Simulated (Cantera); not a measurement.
An adiabatic, constant-pressure homogeneous reactor starts with CO : H2 : O2 : N2 = 1 : 0.13 : 0.377 : 1.42 (molar parts), equivalence ratio 1.5, at 1423 K and 4.93 atm. Integrator tolerance rtol = 1e-08.

Model: GRI-Mech 3.0 (53 species, 325 reactions), integrated in Cantera. The hydrogen kinetics of GRI-Mech 3.0 are dated; newer H2 mechanisms differ, most at raised pressure.

Problem. What does this change do: pressure from 4.93 atm to 1.00 atm?

Solution. 
```csv
quantity,before,after
time of steepest temperature rise,7.44 µs,34.0 µs
temperature at 2.00 s,2916 K,2791 K
equilibrium temperature,2916 K,2791 K
x(CO) at 2.00 s,0.183 (gas-phase equilibrium 0.183),0.193 (gas-phase equilibrium 0.193)
x(H2) at 2.00 s,0.00486 (gas-phase equilibrium 0.00486),0.00537 (gas-phase equilibrium 0.00537)
x(O2) at 2.00 s,0.0140 (gas-phase equilibrium 0.0140),0.0192 (gas-phase equilibrium 0.0192)
x(N2O) at 2.00 s,9.53e-7 (gas-phase equilibrium 9.53e-7),4.18e-7 (gas-phase equilibrium 4.18e-7)
x(H) at 2.00 s,0.00380 (gas-phase equilibrium 0.00380),0.00581 (gas-phase equilibrium 0.00581)
x(HO2) at 2.00 s,4.37e-6 (gas-phase equilibrium 4.37e-6),2.79e-6 (gas-phase equilibrium 2.79e-6)
```

Problem. What does this change do: pressure from 4.93 atm to 0.296 atm?

Solution. 
| quantity | before | after |
|---|---|---|
| time of steepest temperature rise | 7.44 µs | 0.110 ms |
| temperature at 2.00 s | 2916 K | 2694 K |
| equilibrium temperature | 2916 K | 2694 K |
| x(CO) at 2.00 s | 0.183 (gas-phase equilibrium 0.183) | 0.201 (gas-phase equilibrium 0.201) |
| x(H2) at 2.00 s | 0.00486 (gas-phase equilibrium 0.00486) | 0.00576 (gas-phase equilibrium 0.00576) |
| x(O2) at 2.00 s | 0.0140 (gas-phase equilibrium 0.0140) | 0.0229 (gas-phase equilibrium 0.0229) |
| x(N2O) at 2.00 s | 9.53e-7 (gas-phase equilibrium 9.53e-7) | 2.13e-7 (gas-phase equilibrium 2.13e-7) |
| x(H) at 2.00 s | 0.00380 (gas-phase equilibrium 0.00380) | 0.00775 (gas-phase equilibrium 0.00775) |
| x(HO2) at 2.00 s | 4.37e-6 (gas-phase equilibrium 4.37e-6) | 1.85e-6 (gas-phase equilibrium 1.85e-6) |
